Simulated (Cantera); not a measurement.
A freely propagating, adiabatic, planar premixed flame of H₂ : O₂ : N₂ = 1 : 0.714 : 2.69 (molar parts), equivalence ratio 0.70, unburnt at 350 K and 2.00 bar; mixture-averaged transport, grid criteria slope 0.08 and curve 0.16, no radiation.

Cantera simulation using the H2/O2 subset of GRI-Mech 3.0, which has no nitrogen chemistry; the numbers are that mechanism's predictions, not measurements. Burning velocities carry a grid error of a few per cent, more on coarse grids.

Question: How do the results move with these cheaper or finer settings: unity-Lewis-number transport; multicomponent transport; multicomponent+Soret transport; grid criteria slope 0.5, curve 1; grid criteria slope 0.25, curve 0.5; grid criteria slope 0.03, curve 0.06?

Answer: 
```
setting                               laminar burning velocity  thermal thickness  peak x(H₂O₂)  peak x(H)  grid points
------------------------------------  ------------------------  -----------------  ------------  ---------  -----------
as above                                              139 cm/s           0.160 mm      0.000106     0.0105          109
unity-Lewis-number transport                          153 cm/s           0.126 mm       4.08e-5     0.0211          112
multicomponent transport                              138 cm/s           0.157 mm      0.000109     0.0105          109
multicomponent+Soret transport                        124 cm/s           0.159 mm      0.000108    0.00957          112
grid criteria slope 0.5, curve 1                      155 cm/s           0.176 mm       9.85e-5     0.0113           42
grid criteria slope 0.25, curve 0.5                   142 cm/s           0.167 mm      0.000107     0.0105           51
grid criteria slope 0.03, curve 0.06                  141 cm/s           0.156 mm      0.000106     0.0109          258
```
Unity Lewis numbers drop preferential diffusion, which matters most where H2 and H carry the flame; Soret adds thermal diffusion.
